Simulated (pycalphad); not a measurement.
All values are pycalphad results on the COST 507 light-alloy database (1999) (1 atm), not direct measurements. The database dates from 1999; later assessments differ in places, in temperatures and in the compounds included. Amounts are mole fractions of atoms.

### Question
Give the equilibrium state of Hf-19.26C (wt.%) at 1327 °C.

### Answer
GRAPHITE, fraction 0.562, with 100 C wt.%; FCC_A1, fraction 0.438, with 6.2 C wt.%.

FCC_A1 is fcc. The fcc model also describes the rock-salt carbide or nitride (TiC, TiN, HfC).
